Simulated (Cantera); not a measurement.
Hydrocarbon pyrolysis for carbon deposition

An isothermal, constant-pressure homogeneous reactor starts with 5.26 % CH4, 94.7 % N2, at 1548 K and 20.0 Torr.

Cantera simulation using GRI-Mech 3.0 (53 species, 325 reactions); the numbers are that mechanism's predictions, not measurements. GRI-Mech 3.0 stops at C3 and has no aromatics, soot or wall deposition, so with more carbon than oxygen in the feed, carbon stays in small species such as C2H2 where larger ones or solid carbon would form. Radical loss at walls, strong at low pressure, is not modelled.

```json
[
 {"t (s)": "1.00e-5", "x CH4": "0.0526", "x H": "1.05e-8", "x HCN": "<1e-12", "x H2": "1.73e-9", "x CH2": "<1e-12", "x C2H2": "<1e-12"},
 {"t (s)": "5.47e-5", "x CH4": "0.0526", "x H": "3.21e-8", "x HCN": "<1e-12", "x H2": "3.49e-8", "x CH2": "<1e-12", "x C2H2": "<1e-12"},
 {"t (s)": "0.000299", "x CH4": "0.0526", "x H": "3.93e-8", "x HCN": "<1e-12", "x H2": "3.27e-7", "x CH2": "<1e-12", "x C2H2": "<1e-12"},
 {"t (s)": "0.00164", "x CH4": "0.0526", "x H": "3.94e-8", "x HCN": "<1e-12", "x H2": "1.97e-6", "x CH2": "1.63e-11", "x C2H2": "<1e-12"},
 {"t (s)": "0.00894", "x CH4": "0.0526", "x H": "4.23e-8", "x HCN": "<1e-12", "x H2": "1.12e-5", "x CH2": "4.05e-10", "x C2H2": "8.78e-10"},
 {"t (s)": "0.0489", "x CH4": "0.0525", "x H": "1.29e-7", "x HCN": "2.19e-12", "x H2": "0.000102", "x CH2": "1.00e-8", "x C2H2": "8.52e-7"},
 {"t (s)": "0.267", "x CH4": "0.0481", "x H": "3.06e-6", "x HCN": "1.57e-9", "x H2": "0.00477", "x CH2": "1.14e-7", "x C2H2": "0.000669"},
 {"t (s)": "1.46", "x CH4": "0.0258", "x H": "1.61e-5", "x HCN": "7.64e-8", "x H2": "0.0376", "x CH2": "7.08e-8", "x C2H2": "0.0122"},
 {"t (s)": "8.00", "x CH4": "0.00619", "x H": "3.42e-5", "x HCN": "4.85e-7", "x H2": "0.0661", "x CH2": "2.84e-8", "x C2H2": "0.0220"}
]
```
x: mole fraction; the columns are a selection and need not sum to one.

Equilibrium at this temperature and pressure: CH4 2.19e-5, H 5.20e-5, HCN 0.0378, H2 0.0749, CH2 1.88e-10, C2H2 0.00610 (gas phase only).
